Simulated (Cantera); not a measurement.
Input (Python, Cantera) and output of one run.

```python
import numpy as np
import cantera as ct

gas_names = [...]  # 95 gases of nasa_gas.yaml made of C, F, H
cond_names = """
    C(gr) C6H6(L) C7H8(L) C8H18(L),n-octa
""".split()


# ... load() reads the species with a 1 bar reference pressure and builds the phases ...
atoms = {
    'C2F6': {'C': 2, 'F': 6},
    'CH4': {'C': 1, 'H': 4},
    'H2': {'H': 2},
}
top_T = {'C(gr)': 4500}  # K; cautious upper limits of use, not melting points


# ... equilibrate(T, P, feed) seeds the gas with the atoms and calls Mixture.equilibrate('TP', solver="vcs", rtol=1e-11, max_steps=5000) ...
results = []
feed = {'C2F6': 1, 'CH4': 0.65, 'H2': 1.6}  # mol
T = 1000  # K
P = 22  # Pa
mix = equilibrate(T, P, feed)
results.append((T, P, feed, dict(zip(mix.species_names, mix.species_moles))))
x = sorted(zip(gas.X, gas.species_names), reverse=True)
print(f"T = {T:g} K  P = {P:g} Pa  gas = {mix.phase_moles(0):.4g} mol")
print("   x: " + "  ".join(f"{s} {v:.3e}" for v, s in x if v > 0.0001))
print("   condensed (mol): " + ("  ".join(f"{mix.phase(i).name} {mix.phase_moles(i):.4g}"
      for i in range(1, mix.n_phases) if mix.phase_moles(i) > 1e-12) or "none"))
```

Result:

```
T = 1000 K  P = 22 Pa  gas = 5.85 mol
   x: HF 9.915e-01  CF4 8.547e-03
   condensed (mol): C(gr) 2.6
```

Equilibrium computed with Cantera from the NASA thermochemical tables; the gas is ideal and each condensed phase is pure. The feed counts by its element totals alone. Gases not in the tables: C2F6 and larger saturated fluorocarbons.
